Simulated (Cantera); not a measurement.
Input (Python, Cantera) and output of one run.

```python
import numpy as np
import cantera as ct

gas_names = """
    H HO2 H2 H2O H2O2 H2S H2SO4 Mg MgH MgO MgOH MgO2H2 MgS Mg2 O OH O2 O3 S SH SO SO2 SO3 S2 S2O S8
""".split()
cond_names = """
    H2O(s) H2O(L) H2SO4(L) Mg(cr) Mg(L) MgO(s) MgO(L) MgO2H2(s) MgS(s) MgSO4(s) MgSO4(L) S(cr1) S(cr2)
    S(L)
""".split()


# ... load() reads the species with a 1 bar reference pressure and builds the phases ...
atoms = {
    'MgO': {'Mg': 1, 'O': 1},
    'SO3': {'S': 1, 'O': 3},
    'O2': {'O': 2},
    'H2S': {'H': 2, 'S': 1},
}
top_T = {'MgS(s)': 2250}  # K; cautious upper limits of use, not melting points


# ... equilibrate(T, P, feed) seeds the gas with the atoms and calls Mixture.equilibrate('TP', solver="vcs", rtol=1e-11, max_steps=5000) ...
results = []
T = 1250  # K
P = 1333.22  # Pa
for m in [0.15, 0.65, 1.1, 1.6, 2.1, 2.6, 3.1, 3.6, 4.1, 4.6]:
    feed = {'MgO': 1, 'SO3': m, 'O2': 2.1, 'H2S': 2.2}  # mol
    mix = equilibrate(T, P, feed)
    results.append((T, P, feed, dict(zip(mix.species_names, mix.species_moles))))

top = {s: max(r[3][s] / sum(r[3][g] for g in gas_names) for r in results) for s in gas_names}
cols = sorted((s for s in top if top[s] > 1e-05), key=lambda s: -top[s])[:8]
seen = [c for c in cond_names if any(r[3].get(c, 0) > 1e-12 for r in results)]
print("log10 of partial pressures in bar; condensed amounts in mol")
print(f"{'n(SO3)':>10s}" + "".join(f"{s[:9]:>10s}" for s in cols + seen))
for T, P, feed, n in results:
    ng = sum(n[g] for g in gas_names)
    print(f"{feed['SO3']:10.4g}" + "".join(f"{np.log10(max(n[s] / ng * P / 1e5, 1e-99)):10.3f}" for s in cols)
          + "".join(f"{n.get(c, 0):10.4g}" for c in seen))
```

Result:

```
log10 of partial pressures in bar; condensed amounts in mol
    n(SO3)       SO2       H2O        S2        O2        H2       H2S       SO3       S2O    MgO(s)
      0.15    -2.364    -2.166    -2.790   -12.263    -3.497    -3.701    -9.254    -4.549         1
      0.65    -2.233    -2.221    -2.959   -12.048    -3.659    -3.948    -9.016    -4.611         1
       1.1    -2.160    -2.266    -3.140   -11.884    -3.786    -4.165    -8.861    -4.710         1
       1.6    -2.104    -2.310    -3.411   -11.693    -3.926    -4.441    -8.709    -4.885         1
       2.1    -2.064    -2.350    -3.925   -11.396    -4.114    -4.886    -8.520    -5.250         1
       2.6    -2.046    -2.384   -19.178    -3.751    -7.970   -16.368    -4.680   -16.681         1
       3.1    -2.047    -2.427   -20.204    -3.239    -8.270   -17.180    -4.425   -17.451         1
       3.6    -2.048    -2.466   -20.600    -3.042    -8.408   -17.517    -4.327   -17.748         1
       4.1    -2.048    -2.503   -20.834    -2.925    -8.502   -17.728    -4.269   -17.924         1
       4.6    -2.049    -2.536   -20.994    -2.846    -8.575   -17.881    -4.230   -18.044         1
```

These are equilibrium values from Cantera (NASA tables, ideal gas, pure condensed phases), not measurements of a reactor. Gases not in the tables: S3 to S7.
